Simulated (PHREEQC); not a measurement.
1 kg of water holding 26 mmol/kgw MgCl2 meets 20 L of dry gas (N2 0.68, O2 0.32 by moles) at fixed total pressure, at 5 atm; fugacities by Peng-Robinson. The gases take part in no redox reaction, some water evaporates into the gas, and hydrates or a liquid gas phase aren't modelled. Nothing may precipitate in this run.

Equilibrium calculation in PHREEQC: ion-association model, phreeqc.dat.

Q: Predict dissolved N2 (mol/kgw), dissolved O2 (mol/kgw) at T (°C) = 10, 20, 30, 70, 90.

A: 
```csv
T (°C),dissolved N2 (mol/kgw),dissolved O2 (mol/kgw)
10,0.00282,0.00266
20,0.00237,0.00216
30,0.00206,0.00183
70,0.00145,0.00119
90,0.00130,0.00103
```

Away from 25 °C the constants follow the database's enthalpies or fits; those with neither stay at their 25 °C values.
